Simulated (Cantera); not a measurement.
What does this Cantera script print?

```python
import numpy as np
import cantera as ct

gas = ct.Solution("gri30.yaml")
gas.TPX = 800, 53000, {'CO': 1, 'H2': 0.15, 'CH4': 0.06, 'O2': 1.45, 'N2': 5.44}
inlet = ct.Reservoir(gas, clone=True)
gas.equilibrate("HP")  # start burning
reactor = ct.IdealGasConstPressureReactor(gas, energy="on", clone=False)
exhaust = ct.Reservoir(gas, clone=True)
tau = [0.39, 0.14, 0.048, 0.017, 0.0059, 0.0021, 0.00074, 0.00026, 9.1e-05, 3.2e-05, 1.1e-05, 4e-06][0]
for a, b in ((inlet, reactor), (reactor, exhaust)):
    ct.MassFlowController(a, b, mdot=lambda t: reactor.mass / tau)
net = ct.ReactorNet([reactor])
show = ['CO', 'H2', 'CH4', 'NO2', 'H']

rows = []
print(f"{'tau/s':>10s}{'T/K':>9s}" + "".join(f"{s:>11s}" for s in show))
for tau in [0.39, 0.14, 0.048, 0.017, 0.0059, 0.0021, 0.00074, 0.00026, 9.1e-05, 3.2e-05, 1.1e-05, 4e-06]:
    net.initial_time = 0.0
    net.advance(30 * tau)
    before = gas.X
    net.advance(40 * tau)
    drift = np.max(np.abs(gas.X - before) / (gas.X + 1e-9))
    rows.append([gas.T, *gas[show].X, drift])
    print(f"{tau:10.3e}{gas.T:9.1f}" + "".join(f"{x:11.3e}" for x in gas[show].X))
```

It prints:

```
     tau/s      T/K         CO         H2        CH4        NO2          H
 3.900e-01   2047.4  2.300e-03  1.167e-04  2.385e-07  9.272e-07  6.182e-05
 1.400e-01   2032.3  3.749e-03  1.897e-04  4.791e-07  4.742e-07  1.308e-04
 4.800e-02   2000.2  6.648e-03  3.411e-04  9.307e-07  2.060e-07  3.301e-04
 1.700e-02   1947.6  1.118e-02  5.904e-04  1.788e-06  7.712e-08  8.076e-04
 5.900e-03   1867.6  1.762e-02  9.646e-04  3.699e-06  2.770e-08  1.877e-03
 2.100e-03   1760.6  2.566e-02  1.423e-03  8.365e-06  1.362e-08  3.866e-03
 7.400e-04   1617.9  3.727e-02  1.892e-03  2.325e-05  8.105e-09  6.832e-03
 2.600e-04   1405.3  6.447e-02  2.511e-03  1.165e-04  2.762e-09  8.013e-03
 9.100e-05    800.0  1.235e-01  1.852e-02  7.407e-03 -1.398e-21  3.795e-13
 3.200e-05    800.0  1.235e-01  1.852e-02  7.407e-03  2.032e-26  1.616e-13
 1.100e-05    800.0  1.235e-01  1.852e-02  7.407e-03 -4.000e-33  4.459e-14
 4.000e-06    800.0  1.235e-01  1.852e-02  7.407e-03  4.879e-39  1.032e-14
```

Computed with Cantera and GRI-Mech 3.0 (53 species, 325 reactions).
